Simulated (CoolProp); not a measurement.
Isopentane along the isobar 5010 kPa: density (kg/m³) from the reference equation and from simpler models built on Tc = 187.2 °C, pc = 3378 kPa, ω = 0.227; each cubic takes its own stable root.

Computed with CoolProp (reference Helmholtz-energy equation of state, Lemmon 2006). It is a short technical equation, of lower accuracy than the large ones.

```tsv
T (°C)	phase	reference	Redlich-Kwong	Soave-Redlich-Kwong	Peng-Robinson
-5.55	liquid	650.3	595.1	607.6	684.1
20.35	liquid	626.2	571.6	585.8	660.4
46.15	liquid	600.9	546.0	561.5	633.7
71.95	liquid	574.0	517.9	533.9	603.0
97.75	liquid	544.6	486.5	502.4	567.5
123.55	liquid	511.5	451.1	465.5	525.3
149.35	liquid	472.4	409.7	421.0	473.7
175.25	liquid	421.8	358.8	363.8	406.3
201.05	supercritical	340.6	289.8	280.6	307.0
226.85	supercritical	187.7	193.9	173.6	184.5
```
